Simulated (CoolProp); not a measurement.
Vapour-liquid equilibrium of R227EA (1) + n-butane (2) at 328.8 K; x and y are mole fractions of (1).

Computed with CoolProp (multi-fluid Helmholtz-energy mixture model, Lemmon 2016 and Bücker 2006; pair parameters Bell 2016).

| x | bubble pressure (MPa) | y at the bubble point | dew pressure at overall composition x (MPa) | liquid density (mol/L) |
|---|---|---|---|---|
| 0.05 | 0.7082 | 0.201 | 0.6021 | 9.041 |
| 0.15 | 0.8888 | 0.388 | 0.6690 | 8.724 |
| 0.25 | 0.9935 | 0.478 | 0.7496 | 8.427 |
| 0.35 | 1.058 | 0.535 | 0.8469 | 8.154 |
| 0.45 | 1.101 | 0.581 | 0.9604 | 7.914 |
| 0.55 | 1.130 | 0.627 | 1.073 | 7.711 |
| 0.65 | 1.148 | 0.678 | 1.140 | 7.550 |
| 0.75 | 1.152 | 0.741 | 1.151 | 7.432 |
| 0.85 | 1.136 | 0.822 | 1.126 | 7.354 |
| 0.95 | 1.092 | 0.930 | 1.082 | 7.311 |

y crosses x between x = 0.65 and 0.75: the model has an azeotrope there.

Pair parameters are fitted to limited data, so mixtures are less certain than the pure fluids.
